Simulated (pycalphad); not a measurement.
## Phase fractions of Ti-42.56C (wt.%)

CALPHAD calculation (pycalphad, COST 507 light-alloy database (1999)), 1 atm. The data set is of 1999 and partly superseded. Amounts are mole fractions of atoms. Kinetics are ignored, which matters at the lower temperatures.

```
T (K)  LIQUID  GRAPHITE  FCC_A1
-----  ------  --------  ------
3300    0.807     0.193       -
3200    0.772     0.228       -
3100    0.740     0.260       -
3000        -     0.508   0.492
2900        -     0.508   0.492
2800        -     0.507   0.493
2700        -     0.507   0.493
2600        -     0.506   0.494
2500        -     0.506   0.494
2400        -     0.506   0.494
2300        -     0.505   0.495
2200        -     0.505   0.495
2100        -     0.505   0.495
2000        -     0.504   0.496
1900        -     0.504   0.496
1800        -     0.504   0.496
1700        -     0.503   0.497
1600        -     0.503   0.497
1500        -     0.503   0.497
1400        -     0.503   0.497
1300        -     0.502   0.498
1200        -     0.502   0.498
1100        -     0.502   0.498
1000        -     0.502   0.498
900         -     0.502   0.498
800         -     0.501   0.499
700         -     0.501   0.499
600         -     0.501   0.499
500         -     0.501   0.499
```

FCC_A1 is fcc. The fcc model also describes the rock-salt carbide or nitride (TiC, TiN, HfC).
